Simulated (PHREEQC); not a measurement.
1 kg of water holding 0.0066 mol Na2CO3, 0.046 mol NaCl, 0.06 mol KCl and 0.033 mol NaHCO3 is evaporated at 20 °C; the solids stay in contact with the brine. No CO2 enters from the air. Solids allowed: Halite, Kalicinite, Nahcolite, Natron, Sylvite, Trona. Others were left out.

The series has 28 steps of water left (kg), from 1 to 0.004849.

Equilibrium calculation in PHREEQC: Pitzer model, pitzer.dat.

Which solids form, in which order, and at which step of the series does each first stand?

Nahcolite from water left = 0.03564 kg (pH 8.70); Sylvite from water left = 0.01979 kg (pH 9.19); Trona from water left = 0.01095 kg (pH 9.49); Halite from water left = 0.00893 kg (pH 9.45).

Species that the database lacks are ignored.
